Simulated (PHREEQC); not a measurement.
A solution holds 63 mmol/kgw ZnCl2, 0.063 mmol/kgw NaOH and 93 mmol/kgw H2SO4, at 94 °C. Closed to the air; pH follows from the charge balance.

Equilibrium calculation in PHREEQC: ion-association model, phreeqc.dat.

No solid was allowed to form.

Estimate the pH, ionic strength, activity of water.

pH 1.11; ionic strength 0.232 mol/kgw; activity of water 0.994.

In which forms is S present?

HSO4- 90 %, SO4-2 5.9 %, ZnSO4 3.7 % of the S.

Species that the database lacks are ignored. At this temperature some constants are extrapolated from 25 °C, and those without enthalpy data are left unchanged.
